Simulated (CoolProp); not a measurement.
A closed Brayton cycle with dry air: compressor inlet 325.15 K and 3.8 MPa, high pressure 12.9 MPa, turbine inlet 750 K, compressor efficiency 0.8, turbine efficiency 0.9, recuperator effectiveness 0.8 (on enthalpy, no pinch check). Each further row changes one setting.

Computed with CoolProp (reference Helmholtz-energy equation of state, Lemmon 2000). It is a pseudo-pure fit of the blend.

```json
[
 {"case": "as stated", "thermal efficiency (%)": "14.7", "net work (kJ/kg)": "33.0", "compressor to turbine work": "0.84", "compressor exit (K)": "495.1", "turbine exit (K)": "559.4"},
 {"case": "turbine inlet 700 K", "thermal efficiency (%)": "(withheld)", "net work (kJ/kg)": "18.8", "compressor to turbine work": "0.90", "compressor exit (K)": "495.1", "turbine exit (K)": "(withheld)"},
 {"case": "compressor inlet 335.15 K", "thermal efficiency (%)": "12.4", "net work (kJ/kg)": "(withheld)", "compressor to turbine work": "0.87", "compressor exit (K)": "510.0", "turbine exit (K)": "559.4"},
 {"case": "high pressure 11 MPa", "thermal efficiency (%)": "17.2", "net work (kJ/kg)": "(withheld)", "compressor to turbine work": "0.80", "compressor exit (K)": "(withheld)", "turbine exit (K)": "(withheld)"},
 {"case": "recuperator effectiveness 0.5", "thermal efficiency (%)": "(withheld)", "net work (kJ/kg)": "33.0", "compressor to turbine work": "0.84", "compressor exit (K)": "495.1", "turbine exit (K)": "559.4"}
]
```

**Question.** Complete the blanks.

**Answer.** 
- turbine inlet 700 K, thermal efficiency (%): 9.3
- turbine inlet 700 K, turbine exit (K): 520.4
- compressor inlet 335.15 K, net work (kJ/kg): 27.4
- high pressure 11 MPa, net work (kJ/kg): 36.2
- high pressure 11 MPa, compressor exit (K): 469.6
- high pressure 11 MPa, turbine exit (K): 581.3
- recuperator effectiveness 0.5, thermal efficiency (%): 13.5
